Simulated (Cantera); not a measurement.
Input: 1 mol C3H6, 0.08 mol O2, 0.87 mol H2, 0.67 mol NH3, at 2025 °C and 2.10 mbar.

These are equilibrium values from Cantera (NASA tables, ideal gas, pure condensed phases), not measurements of a reactor. Equilibrium is a limit: real reactors are often held back by kinetics, nucleation or transport.

```
species             before     after
----------------  --------  --------
H2                   0.730     0.892
N2                  0.0524    0.0571
CO                  0.0271    0.0297
H                    0.179   0.00715
CH4                2.40e-7  0.000273
CH3                1.11e-6   4.12e-5
CN                 8.28e-5   3.13e-6
C2H                3.43e-5   1.37e-6
C2H2 (acetylene)   0.00312   0.00382
HNC               0.000726  0.000838
C(graphite), mol      2.75      2.74
```
Gas species are given as mole fractions.

Q: What was changed between the two runs?
A. O2 from 0.08 to 0.2 mol
B. pressure from 2.10 mbar to 1.60 bar
C. O2 from 0.08 to 0.88 mol
D. temperature from 2025 °C to 1850 °C

A: B, pressure from 2.10 mbar to 1.60 bar
